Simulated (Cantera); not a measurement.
Charge: 1 mol SiC, 0.016 mol N₂O, 8.8 mol H₂, 0.019 mol H₂O, equilibrated at 2050 K.

Method: chemical equilibrium by Gibbs-energy minimisation in Cantera with the NASA 1993 tables (ideal gas, pure condensed phases). Candidate condensed phases: C, C₆H₆, C₇H₈, C₈H₁₈, H₂O, Si, SiC, SiO₂, Si₂N₂O, Si₃N₄; 151 gas species. Gases not in the tables: Si₂H₆ and higher silanes. Kinetics and transport are ignored.

Problem. Which condensed phases are stable at each of these points (P (Pa)): 0.100, 1.50, 22, 320, 4600, 68000, 1000000?

Solution. 
```csv
P (Pa),condensed phases,Si condensed (%)
0.100,C(graphite),0.0
1.50,C(graphite),0.0
22,C(graphite) + SiC(s),74.4
320,SiC(s),95.9
4600,SiC(s),97.7
68000,SiC(s),98.1
1000000,SiC(s),98.0
```

From 0.100 Pa to 1.50 Pa the condensed part is C(graphite). At 22.0 Pa the condensed part is C(graphite) + SiC(s). From 3.20 mbar to 10.0 bar the condensed part is SiC(s).
